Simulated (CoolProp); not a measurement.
Properties of R143a along the isobar 3 MPa.

Values from CoolProp's reference Helmholtz-energy equation of state, Lemmon and Jacobsen 2000.

```
T (K)   phase       Z  isothermal compressibility (1/MPa)  conductivity (mW/(m K))
-----  ------  ------  ----------------------------------  -----------------------
326.3  liquid  0.1164                             0.03500                     59.9
339.7     gas  0.5594                              0.8235                     27.2
353.1     gas  0.6572                              0.5710                     25.2
366.4     gas  0.7169                              0.4935                     25.4
379.8     gas  0.7608                              0.4528                     26.1
393.1     gas  0.7947                              0.4274                     27.2
406.5     gas  0.8222                              0.4097                     28.4
419.9     gas  0.8451                              0.3967                     29.7
433.2     gas  0.8641                              0.3867                     31.2
446.6     gas  0.8805                              0.3788                     32.7
459.9     gas  0.8945                              0.3723                     34.2
473.3     gas  0.9068                              0.3670                     35.8
486.6     gas  0.9175                              0.3625                     37.5
500       gas  0.9269                              0.3587                     39.1
```

Thermal conductivity comes from a separate model (McLinden 2000), an estimate that may be off by 10 % or more.
